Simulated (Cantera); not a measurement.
**Thermodynamics of hydrogen reduction and annealing atmospheres, feed CuO + H2 + N2**

Input: 1 mol CuO, 9.9 mol H2, 1.4 mol N2, held at 1173 K and 1.33 mbar.

Equilibrium computed with Cantera from the NASA thermochemical tables; the gas is ideal and each condensed phase is pure. Candidate condensed phases: Cu, CuO, Cu(OH)2, Cu2O, H2O; 27 gas species. Kinetics and transport are ignored.

```
Item                                       Value
-------------------------------------  ---------
x(H2)                                      0.788
x(N2)                                      0.124
x(H2O)                                    0.0885
x(Cu)                                    4.28e-6
x(H)                                     2.87e-6
n(Cu(s))                               1.000 mol
gas amount                             11.30 mol
log10 activity of Cu(OH)2(s) (absent)     -14.15
```
